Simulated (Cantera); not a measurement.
# Thermodynamics of boron, boron nitride and boron oxide, feed B2O3 + NH3

Feed: 1 mol B2O3, 0.43 mol NH3, at 133 Pa.

Equilibrium computed with Cantera from the NASA thermochemical tables; the gas is ideal and each condensed phase is pure. Candidate condensed phases: B, BN, B2O3, B3O3H3, H2O; 39 gas species. Mutual solubility and eutectic melting of coexisting phases are not modelled. Kinetics and transport are ignored.

```
T (K)   x H2   x B2O3    x N2      x BO   x HBO2       x H     x BO2    x HBO   x B2O2     x H2O   n BN(s)  n B2O3(l)
-----  -----  -------  ------  --------  -------  --------  --------  -------  -------  --------  --------  ---------
1400   0.742  0.00180   0.248   1.23e-5  0.00523  0.000115   2.00e-8  0.00261  9.14e-5  0.000417  0.000940      0.994
1500   0.713   0.0163   0.242  0.000179   0.0143  0.000407   2.88e-7   0.0120  0.00151  0.000463         0      0.972
1600   0.593    0.110   0.211   0.00129   0.0455   0.00115   4.23e-6   0.0293  0.00837  0.000899         0      0.840
1700   0.280    0.445   0.115   0.00579   0.0891   0.00213   4.29e-5   0.0379   0.0238   0.00107         0          0
1800   0.269    0.432   0.114    0.0138   0.0989   0.00509  0.000150   0.0410   0.0238   0.00167         0          0
1900   0.256    0.414   0.113    0.0290    0.110    0.0110  0.000468   0.0421   0.0221   0.00257         0          0
2000   0.237    0.390   0.111    0.0535    0.122    0.0217   0.00134   0.0404   0.0187   0.00398         0          0
2100   0.213    0.357   0.108    0.0875    0.135    0.0393   0.00359   0.0357   0.0142   0.00622         0          0
2200   0.181    0.316   0.104     0.128    0.147    0.0656   0.00898   0.0291  0.00971   0.00956         0          0
2300   0.143    0.268  0.0985     0.172    0.153     0.100    0.0207   0.0219  0.00616    0.0138         0          0
2400   0.105    0.214  0.0916     0.216    0.144     0.141    0.0428   0.0155  0.00377    0.0173         0          0
```
x: gas mole fraction; n: condensed amount in mol.

At 1400 K the condensed part is BN(s) + B2O3(l). From 1500 K to 1600 K the condensed part is B2O3(l). From 1700 K to 2400 K nothing is condensed. The main B-bearing gas is HBO2 at 1400 K and B2O3 at 2400 K.
